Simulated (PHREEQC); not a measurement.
0.014 g of hydrous ferric oxide (600 m²/g; 0.2 weak and 0.005 strong sites per Fe, Dzombak-Morel constants, diffuse double layer) in 1 kg of water with 0.3 mol/kgw of an inert sodium salt and 5.1e-08 mol BaCl2, 1.6e-06 mol Na2SO4 and 5.9e-06 mol MgCl2, at 25 °C; the pH is set by adding NaOH or the inert anion's acid. Oxygen alone is held at its pressure in air (log pO2 = -0.68). CO2 from the air is kept out. Nothing may precipitate in this run.

The numbers come from PHREEQC with the ion-association model, wateq4f.dat.

Task: Predict S sorbed (%), surface charge σ (C/m²), surface potential ψ (mV) at pH = 4.5, 6.5.

Result: 
| pH | S sorbed (%) | surface charge σ (C/m²) | surface potential ψ (mV) |
|---|---|---|---|
| 4.5 | 15.9 | 0.314 | 118 |
| 6.5 | 0.5 | 0.106 | 65 |

Species that the database lacks are ignored.
